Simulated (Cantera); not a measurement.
A Cantera script and its output.

```python
import numpy as np
import cantera as ct

gas = ct.Solution("gri30.yaml")
gas.TPX = 1250, 101325, {'N2O': 1, 'O2': 2.7}
inlet = ct.Reservoir(gas, clone=True)

reactor = ct.IdealGasConstPressureReactor(gas, energy="off", clone=False)
exhaust = ct.Reservoir(gas, clone=True)
tau = [1.4, 0.66, 0.32, 0.16, 0.075, 0.037, 0.018, 0.0086, 0.0042][0]
for a, b in ((inlet, reactor), (reactor, exhaust)):
    ct.MassFlowController(a, b, mdot=lambda t: reactor.mass / tau)
net = ct.ReactorNet([reactor])
show = ['N2O', 'O2', 'NO', 'NO2', 'N2', 'O']

rows = []
print(f"{'tau/s':>10s}{'T/K':>9s}" + "".join(f"{s:>11s}" for s in show))
for tau in [1.4, 0.66, 0.32, 0.16, 0.075, 0.037, 0.018, 0.0086, 0.0042]:
    net.initial_time = 0.0
    net.advance(30 * tau)
    before = gas.X
    net.advance(40 * tau)
    drift = np.max(np.abs(gas.X - before) / (gas.X + 1e-9))
    rows.append([gas.T, *gas[show].X, drift])
    print(f"{tau:10.3e}{gas.T:9.1f}" + "".join(f"{x:11.3e}" for x in gas[show].X))
```

Output:

```
     tau/s      T/K        N2O         O2         NO        NO2         N2          O
 1.400e+00   1250.0  9.429e-02  7.433e-01  1.456e-02  1.576e-04  1.477e-01  2.200e-06
 6.600e-01   1250.0  1.387e-01  7.392e-01  1.218e-02  1.299e-04  1.097e-01  2.653e-06
 3.200e-01   1250.0  1.818e-01  7.358e-01  8.817e-03  9.252e-05  7.350e-02  3.021e-06
 1.600e-01   1250.0  2.157e-01  7.333e-01  5.678e-03  5.822e-05  4.517e-02  3.278e-06
 7.500e-02   1250.0  2.410e-01  7.316e-01  3.134e-03  3.072e-05  2.421e-02  3.454e-06
 3.700e-02   1250.0  2.548e-01  7.307e-01  1.679e-03  1.520e-05  1.278e-02  3.545e-06
 1.800e-02   1250.0  2.625e-01  7.302e-01  8.536e-04  6.672e-06  6.443e-03  3.592e-06
 8.600e-03   1250.0  2.665e-01  7.300e-01  4.171e-04  2.527e-06  3.134e-03  3.613e-06
 4.200e-03   1250.0  2.684e-01  7.298e-01  2.057e-04  8.576e-07  1.542e-03  3.615e-06
```

Model: GRI-Mech 3.0 (53 species, 325 reactions), integrated in Cantera. GRI-Mech 3.0 was tuned for natural gas; its chemistry of N2O as a main component is partial and can be far from experiment. The mechanism lacks the step 2 NO + O2 → 2 NO2, which can matter for NO2 below about 1400 K. The temperature is held fixed by assumption; the heat of reaction is taken as removed at once.
